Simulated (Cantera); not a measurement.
Cantera run:

```python
import numpy as np
import cantera as ct

gas_names = """
    O2 F2
""".split()
cond_names = """
    Mg(cr) MgF2(s) MgO(s)
""".split()


# ... load() reads the species with a 1 bar reference pressure and builds the phases ...
species = {s.name: s for s in load("nasa_gas.yaml", gas_names) + load("nasa_condensed.yaml", cond_names)}
T = 600
g = {n: (s.thermo.h(T) - T * s.thermo.s(T)) / (ct.gas_constant * T * np.log(10)) for n, s in species.items()}
valid = cond_names  # the entries whose range holds T


def stable(la, lb):
    # potentials (over RT ln 10) of the two non-metals from log10 p(O2) and log10 p(F2) in bar
    mu = {}
    mu["O"] = (g["O2"] + la) / 2
    mu["F"] = (g["F2"] + lb) / 2
    cost = {}
    for n in valid:
        c = species[n].composition
        cost[n] = (g[n] - sum(c.get(e, 0) * m for e, m in mu.items())) / c["Mg"]
    return min(cost, key=cost.get)


results = []
for lb in [1, -5, -11, -17, -23, -29, -35, -41, -47, -53, -59, -65]:
    row = [stable(la, lb) for la in [-64, -59.4, -54.9, -50.3, -45.7, -41.1, -36.6, -32, -27.4, -22.9, -18.3, -13.7, -9.1, -4.6, 0]]
    results.append(row)
    print(f"{lb:6.1f}  " + " ".join(f"{valid.index(n):x}" for n in row))
print("key: " + ", ".join(f"{i:x} {n}" for i, n in enumerate(valid)))
```

Result:

```
   1.0  1 1 1 1 1 1 1 1 1 1 1 1 1 1 1
  -5.0  1 1 1 1 1 1 1 1 1 1 1 1 1 1 1
 -11.0  1 1 1 1 1 1 1 1 1 1 1 1 1 1 1
 -17.0  1 1 1 1 1 1 1 1 1 1 1 1 1 1 1
 -23.0  1 1 1 1 1 1 1 1 1 1 1 1 1 1 1
 -29.0  1 1 1 1 1 1 1 1 1 1 1 1 1 1 1
 -35.0  1 1 1 1 1 1 1 1 1 1 1 1 1 1 1
 -41.0  1 1 1 1 1 1 1 1 1 1 1 1 1 1 1
 -47.0  1 1 1 1 1 1 1 1 1 1 1 1 2 2 2
 -53.0  1 1 1 1 1 1 1 1 1 1 2 2 2 2 2
 -59.0  1 1 1 1 1 1 1 2 2 2 2 2 2 2 2
 -65.0  1 1 1 1 2 2 2 2 2 2 2 2 2 2 2
key: 0 Mg(cr), 1 MgF2(s), 2 MgO(s)
```

Cantera with NASA thermochemical tables; ideal gases at 1 bar, condensed phases pure. Not in the tables: oxide halides.
